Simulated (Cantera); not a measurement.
A freely propagating, adiabatic, planar premixed flame of H2 : O2 : N2 : H2O = 1 : 0.357 : 1.11 : 0.13 (molar parts), equivalence ratio 1.4, unburnt at 525 K and 0.900 bar; mixture-averaged transport, grid criteria slope 0.08 and curve 0.16, no radiation.

Cantera simulation using the H2/O2 subset of GRI-Mech 3.0, which has no nitrogen chemistry; the numbers are that mechanism's predictions, not measurements. Burning velocities carry a grid error of a few per cent, more on coarse grids.

Q: How do the results move with these cheaper or finer settings: unity-Lewis-number transport; multicomponent transport; multicomponent+Soret transport; grid criteria slope 0.5, curve 1; grid criteria slope 0.25, curve 0.5; grid criteria slope 0.03, curve 0.06?

A: 
```csv
setting,laminar burning velocity,thermal thickness,peak x(OH),peak x(H),grid points
as above,751 cm/s,0.458 mm,0.0148,0.0836,137
unity-Lewis-number transport,471 cm/s,0.379 mm,0.0147,0.0873,115
multicomponent transport,735 cm/s,0.460 mm,0.0148,0.0834,138
multicomponent+Soret transport,704 cm/s,0.450 mm,0.0148,0.0818,137
"grid criteria slope 0.5, curve 1",816 cm/s,0.577 mm,0.0158,0.0856,43
"grid criteria slope 0.25, curve 0.5",772 cm/s,0.504 mm,0.0153,0.0843,68
"grid criteria slope 0.03, curve 0.06",743 cm/s,0.446 mm,0.0147,0.0833,286
```
Unity Lewis numbers drop preferential diffusion, which matters most where H2 and H carry the flame; Soret adds thermal diffusion.
